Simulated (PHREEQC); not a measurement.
Solution (25 °C): 0.023 mol Al2(SO4)3, 0.015 mol CaCl2 and 0.00016 mol HCl per kg of water. Closed to the air; pH follows from the charge balance.

The numbers come from PHREEQC with the ion-association model, phreeqc.dat.

No solid was allowed to form.

Problem. Estimate the pH.

Solution. pH 3.77.

Problem. In which forms is Ca present?

Solution. Ca+2 71 %, CaSO4 29 % of the Ca.

Saturation is exceeded, for instance for Gibbsite (slow to form); the values hold only as long as no solid forms.
